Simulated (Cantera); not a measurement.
## Roasting and sulfation: MgCO3 + O2 + N2 + SO2

Charge: 1 mol MgCO3, 0.14 mol O2, 5 mol N2, 0.14 mol SO2, held at 0.240 bar.

These are equilibrium values from Cantera (NASA tables, ideal gas, pure condensed phases), not measurements of a reactor. Candidate condensed phases: C, Mg, MgCO3, MgO, MgS, MgSO4, S; 40 gas species. Mutual solubility and eutectic melting of coexisting phases are not modelled. The numbers say what is thermodynamically allowed, not how fast it happens.

At 1023 K the condensed part is MgO(s) + MgSO4(s). From 1173 K to 1923 K the condensed part is MgO(s).

```tsv
T (K)	x N2	x CO2	x SO2	x O2	x NO	x CO	x SO3	x O	n MgO(s)	n MgSO4(s)
1023	0.823	0.165	0.000608	0.0118	9.71e-6	4.04e-10	4.50e-5	6.91e-11	0.864	0.136
1173	0.796	0.159	0.0218	0.0220	5.16e-5	2.00e-8	0.000509	4.23e-9	1.00	0
1323	0.796	0.159	0.0221	0.0221	0.000150	5.26e-7	0.000169	8.08e-8	1.00	0
1473	0.796	0.159	0.0222	0.0221	0.000349	7.09e-6	6.96e-5	8.47e-7	1.00	0
1623	0.796	0.159	0.0223	0.0220	0.000693	5.89e-5	3.38e-5	5.75e-6	1.00	0
1773	0.795	0.159	0.0223	0.0218	0.00123	0.000340	1.86e-5	2.83e-5	1.00	0
1923	0.795	0.158	0.0222	0.0220	0.00200	0.00147	1.14e-5	0.000109	1.00	0
```
x: gas mole fraction; n: condensed amount in mol.
